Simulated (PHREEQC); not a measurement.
Dissolve 0.25 mol/kgw H2SO4, 0.00028 mol/kgw K2SO4 and 0.021 mol/kgw CuSO4 at 25 °C. Closed to the air; pH follows from the charge balance.

Computed with PHREEQC (ion-association model, phreeqc.dat).

This is a speciation only: nothing precipitates in the calculation.

Question: What pH, ionic strength, activity of water does the model give?

Answer: pH 0.68; ionic strength 0.349 mol/kgw; activity of water 0.991.

Question: In which forms is Cu present?

Answer: Cu+2 70 %, CuSO4 30 % of the Cu.
